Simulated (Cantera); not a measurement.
A closed system holds: 1 mol SiHCl3, 5 mol HCl, 100 mol H2, held at 1075 °C and 22000 Pa.

These are equilibrium values from Cantera (NASA tables, ideal gas, pure condensed phases), not measurements of a reactor. Candidate condensed phases: Si; 19 gas species. The tables' values for SiCl3 are old estimates; treat these amounts as uncertain. Equilibrium is a limit: real reactors are often held back by kinetics, nucleation or transport.

Base state: H2 0.939, HCl 0.0520, SiCl2 0.00597, SiCl3 0.00112, SiHCl3 0.00107, SiCl4 0.00105, SiH2Cl2 0.000160 (mole fractions); condensed: gas only.

Task: What changes in the equilibrium state with this change: temperature from 1075 °C to 1202 °C?

Result: 
| species | before | after |
|---|---|---|
| H2 | 0.939 | 0.936 |
| HCl | 0.0520 | 0.0549 |
| SiCl2 | 0.00597 | 0.00819 |
| SiCl4 | 0.00105 | 0.000170 |
| H | 4.79e-6 | 2.67e-5 |
| SiHCl3 | 0.00107 | 0.000274 |

Task: What changes in the equilibrium state with this change: temperature from 1075 °C to 802 °C?

Result: 
```tsv
species	before	after
H2	0.939	0.950
HCl	0.0520	0.0403
SiCl4	0.00105	0.00703
SiCl2	0.00597	8.30e-5
SiCl3	0.00112	0.000192
SiH2Cl2	0.000160	7.06e-5
SiHCl3	0.00107	0.00206
```

Task: What changes in the equilibrium state with this change: HCl from 5 to 0.035 mol?

Result: 
| species | before | after |
|---|---|---|
| H2 | 0.939 | 0.973 |
| HCl | 0.0520 | 0.0249 |
| SiCl2 | 0.00597 | 0.00178 |
| SiCl4 | 0.00105 | 6.91e-5 |
| SiCl3 | 0.00112 | 0.000157 |
| SiHCl3 | 0.00107 | 0.000153 |
| Si(s), mol | 0 | 0.774 |
